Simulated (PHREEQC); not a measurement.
Model water analysis in mmol/kgw, 25 °C, pH 7.05, pe 8.9: Na 0.283; K 0.316; Ca 1.52; Mg 0.05; Cl 0.569; S(6) 0.702; Alkalinity (meq/kgw) 1.8; O(0) (counted as O atoms) 0.0146; Cd 0.0223; Si 0.00115; N(5) 0.00707; B 0.00607; Sr 0.00272.

Valence states are taken as typed.

All values are PHREEQC results (ion-association model, phreeqc.dat), not measurements.

No solid was allowed to form.

Problem. Order these Mg species by the share of Mg that they hold, largest first: MgHCO3+, Mg+2, MgSO4.

Solution. Mg+2 (92 %), MgSO4 (7.0 %), MgHCO3+ (1.4 %)

Problem. Order these C species by the share of C that they hold, largest first: CO2, HCO3-, CaHCO3+.

Solution. HCO3- (83 %), CO2 (15 %), CaHCO3+ (1.1 %)

The pH is 7.05 and the ionic strength 0.00567 mol/kgw. The solution is supersaturated, for example in Otavite, so a real one may precipitate; this is no full list.
